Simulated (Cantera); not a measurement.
Cantera run:

```python
import numpy as np
import cantera as ct

gas_names = """
    CL CL2 H HCL H2 N NH NH2 NH3 N2 N2H2 N2H4 Si SiCL SiCL2 SiCL3 SiCL4 SiH SiHCL3 SiH2 SiH2CL2 SiH3
    SiH3CL SiH4 SiN Si2 Si2N Si3
""".split()
cond_names = """
    NH4CL(a) NH4CL(b) Si(cr) Si(L) Si3N4(a)
""".split()


def load(file, names, dense=False):
    # The tables refer to 1 bar. Condensed volumes are neglected.
    table = {s.name: s for s in ct.Species.list_from_file(file)}
    out = []
    for n in names:
        d = dict(table[n].input_data)
        d["thermo"] = dict(d["thermo"], **{"reference-pressure": 1e5})
        if dense:
            d["equation-of-state"] = {"model": "constant-volume", "density": "1e6 g/cm^3"}
        out.append(ct.Species.from_dict(d))
    return out


gas = ct.Solution(thermo="ideal-gas", species=load("nasa_gas.yaml", gas_names))
cond = {s.name: ct.Solution(thermo="fixed-stoichiometry", species=[s], name=s.name)
        for s in load("nasa_condensed.yaml", cond_names, dense=True)}
atoms = {
    'Si2Cl6': {'Si': 2, 'CL': 6},
    'NH3': {'N': 1, 'H': 3},
    'N2': {'N': 2},
}
top_T = {'Si3N4(a)': 2400}  # K; cautious upper limits of use, not melting points


def equilibrate(T, P, feed):
    n = {}
    for name, mol in feed.items():
        for a, k in atoms[name].items():
            n[a] = n.get(a, 0.0) + k * mol
    gas.TPX = T, P, n
    mass = sum(n.values()) * gas.mean_molecular_weight
    gas.equilibrate("TP")
    valid = [c for c in cond.values() if c.min_temp <= T <= top_T.get(c.name, c.max_temp)]
    mix = ct.Mixture([(gas, mass / gas.mean_molecular_weight)] + [(c, 0.0) for c in valid])
    mix.T, mix.P = T, P
    mix.equilibrate("TP", solver="vcs", rtol=1e-11, max_steps=5000)
    return mix


results = []
feed = {'Si2Cl6': 1, 'NH3': 35, 'N2': 1.8}  # mol
T = 1523.15  # K
P = 100000  # Pa
mix = equilibrate(T, P, feed)
results.append((T, P, feed, dict(zip(mix.species_names, mix.species_moles))))
x = sorted(zip(gas.X, gas.species_names), reverse=True)
print(f"T = {T:g} K  P = {P:g} Pa  gas = {mix.phase_moles(0):.4g} mol")
print("   x: " + "  ".join(f"{s} {v:.3e}" for v, s in x if v > 1e-05))
print("   condensed (mol): " + ("  ".join(f"{mix.phase(i).name} {mix.phase_moles(i):.4g}"
      for i in range(1, mix.n_phases) if mix.phase_moles(i) > 1e-12) or "none"))
```

Output:

```
T = 1523.15 K  P = 100000 Pa  gas = 73.47 mol
   x: H2 6.739e-01  N2 2.447e-01  HCL 8.114e-02  SiCL2 1.442e-04  SiCL3 3.065e-05  SiCL4 1.946e-05  H 1.901e-05  SiHCL3 1.815e-05  NH3 1.582e-05
   condensed (mol): Si3N4(a) 0.6614
```

Equilibrium computed with Cantera from the NASA thermochemical tables; the gas is ideal and each condensed phase is pure. The feed counts by its element totals alone. The tables' values for SiCl3 are old estimates; treat these amounts as uncertain.
